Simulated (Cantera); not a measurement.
A perfectly stirred reactor is fed with 0.353 % CH₄, 98.0 % H₂, 1.67 % O₂, equivalence ratio 30, at 0.0133 bar; it is held at 2248 K, and followed from long to short residence time.

Model: GRI-Mech 3.0 (53 species, 325 reactions), integrated in Cantera. Radical loss at walls, strong at low pressure, is not modelled.

Question: Predict: x(CH₄) at τ = 0.700 s; x(H₂) at τ = 0.700 s; x(O₂) at τ = 0.700 s; x(C₂H₂) at τ = 0.700 s; x(H₂O) at τ = 0.700 s; x(CH₄) at τ = 53.0 ms; x(H₂) at τ = 53.0 ms; x(O₂) at τ = 53.0 ms; x(C₂H₂) at τ = 53.0 ms; x(H₂O) at τ = 53.0 ms.

Answer: 
```
Quantity                   Value
----------------------  --------
x(CH₄) at τ = 0.700 s    2.40e-5
x(H₂) at τ = 0.700 s       0.926
x(O₂) at τ = 0.700 s     2.53e-6
x(C₂H₂) at τ = 0.700 s   4.01e-6
x(H₂O) at τ = 0.700 s     0.0293
x(CH₄) at τ = 53.0 ms   0.000364
x(H₂) at τ = 53.0 ms       0.935
x(O₂) at τ = 53.0 ms     4.23e-5
x(C₂H₂) at τ = 53.0 ms  0.000303
x(H₂O) at τ = 53.0 ms     0.0306
```
